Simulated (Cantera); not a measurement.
Charge: 1 mol MgO, 7.3 mol Cl2, 59 mol N2, at 1000 K and 133 Pa.

These are equilibrium values from Cantera (NASA tables, ideal gas, pure condensed phases), not measurements of a reactor. Candidate condensed phases: Mg, MgCl2, MgO; 18 gas species. Kinetics and transport are ignored.

Base state: N2 0.887, Cl2 0.104, MgCl2 0.00367, Cl 0.00344, O2 0.00184 (mole fractions); condensed: MgO(s).

Task: What changes in the equilibrium state with this change: pressure from 133 Pa to 680 Pa?

Result: 
```json
[
 {"species": "N2", "before": "0.887", "after": "0.888"},
 {"species": "Cl2", "before": "0.104", "after": "0.107"},
 {"species": "MgCl2", "before": "0.00367", "after": "0.00217"},
 {"species": "Cl", "before": "0.00344", "after": "0.00154"},
 {"species": "O2", "before": "0.00184", "after": "0.00108"},
 {"species": "MgO(s), mol", "before": "0.756", "after": "0.856"}
]
```
